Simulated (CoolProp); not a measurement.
Saturation properties of ethanol (Tc = 241.6 °C, pc = 6.268 MPa, ω = 0.644).

Values from CoolProp's reference Helmholtz-energy equation of state, Schroeder 2014.

```csv
T (°C),p (MPa),vapour density (kg/m³),enthalpy of vaporisation (kJ/kg),liquid cp (kJ/(kg K)),vapour viscosity (µPa s)
122.95,0.4669,7.159,761.1,3.464,11.7
129.65,0.5677,8.671,744.7,3.554,11.9
136.25,0.6832,10.41,727.5,3.644,12.1
142.95,0.8185,12.46,709.1,3.736,12.3
149.65,0.9738,14.84,689.7,3.828,12.5
156.25,[?],17.55,669.6,3.917,12.8
162.95,1.349,20.71,648.1,4.007,13.0
169.65,[?],24.36,625.5,4.098,[?]
176.25,1.826,28.49,602.0,4.192,13.5
182.95,[?],[?],577.0,[?],13.8
189.55,2.420,38.81,550.8,4.418,14.1
196.25,2.769,45.28,522.5,[?],14.4
```

Q: Fill in the missing entries.

A: 
- 156.25, p (MPa): 1.148
- 169.65, p (MPa): 1.576
- 169.65, vapour viscosity (µPa s): 13.2
- 182.95, p (MPa): 2.109
- 182.95, vapour density (kg/m³): 33.32
- 182.95, liquid cp (kJ/(kg K)): 4.296
- 196.25, liquid cp (kJ/(kg K)): 4.576

It boils at 78.4 °C under 1 atm.

Viscosity comes from a separate model (Kiselev 2005).
